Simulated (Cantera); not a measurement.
Charge: 1 mol HMDSO, 23 mol H2O, 0.6 mol H2, at 180 Torr.

These are equilibrium values from Cantera (NASA tables, ideal gas, pure condensed phases), not measurements of a reactor. Candidate condensed phases: C, C6H6, C7H8, C8H18, H2O, Si, SiC, SiO2; 123 gas species. The feed counts by its element totals alone. The tables hold silica as quartz up to 1696 K and as liquid above; real silica turns to tridymite and cristobalite and melts near 1996 K. Gases not in the tables: Si(OH)4. Equilibrium is a limit: real reactors are often held back by kinetics, nucleation or transport.

x: gas mole fraction; n: condensed amount in mol.

```
T (°C)  x H2O    x H2     x CH4      x CO    x CO2  n SiO2(α-quartz)  n SiO2(β-quartz)  n SiO2(condensed)
------  -----  ------  --------  --------  -------  ----------------  ----------------  -----------------
227     0.732  0.0455     0.217   2.64e-6  0.00581              2.00                 0                  0
327     0.636   0.154     0.177  0.000281   0.0329              2.00                 0                  0
427     0.469   0.342     0.106   0.00592   0.0764              2.00                 0                  0
527     0.317   0.518    0.0299    0.0376   0.0972              2.00                 0                  0
627     0.283   0.561         …         …        …                 0              2.00                  0
727     0.295   0.549  0.000107    0.0877   0.0677                 0              2.00                  0
827     0.307   0.538   9.33e-6    0.0995   0.0560                 0              2.00                  0
927     0.316   0.529         …     0.108        …                 0              2.00                  0
1027    0.322   0.522   2.10e-7     0.115   0.0403                 0              2.00                  0
1127    0.328   0.517   4.70e-8     0.120   0.0351                 0              2.00                  0
1227    0.332   0.513   1.29e-8     0.124   0.0311                 0              2.00                  0
1327    0.335   0.510   4.15e-9     0.128   0.0279                 0              2.00                  0
1427    0.337   0.507   1.53e-9     0.130   0.0253                 0                 0               2.00
1527    0.339   0.505  6.33e-10     0.132   0.0233                 0                 0               2.00
```

**Question.** Some entries are withheld; supply them.

**Answer.** 
- 627, x CH4: 0.00194
- 627, x CO: 0.0713
- 627, x CO2: 0.0828
- 927, x CH4: 1.20e-6
- 927, x CO2: 0.0471
